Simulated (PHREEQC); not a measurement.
A solution holds 93 mmol/kgw NaHSO4 and 0.18 mmol/kgw NH3, at 25 °C. Closed to the air; pH follows from the charge balance.

All values are PHREEQC results (ion-association model, phreeqc.dat), not measurements.

Each row changes one thing in this solution. No solid was allowed to form.

```tsv
case	pH	ionic strength (mol/kgw)	HSO4- (mol/kgw)	SO4-2 (mol/kgw)	NH4+ (mol/kgw)	NH4SO4- (mol/kgw)
as made	1.47	0.167	0.0507	0.0372	0.000158	2.19e-5
diluted 5-fold with water	1.99	0.0415	0.00666	0.0114	3.36e-5	2.36e-6
0.047 mol/kgw NaCl added	1.46	0.214	0.0487	0.0372	0.000160	1.99e-5
NaHSO4 replaced by NH4HSO4 at the same molality	1.45	0.160	0.0488	0.0337	0.0826	0.0106
temperature from 25 to 55 °C	1.58	0.149	0.0603	0.0282	0.000163	1.69e-5
temperature from 25 to 90 °C	1.75	0.131	0.0707	0.0188	0.000169	1.13e-5
```

Complexes and solids missing from the database can't appear. At this temperature some constants are extrapolated from 25 °C, and those without enthalpy data are left unchanged.
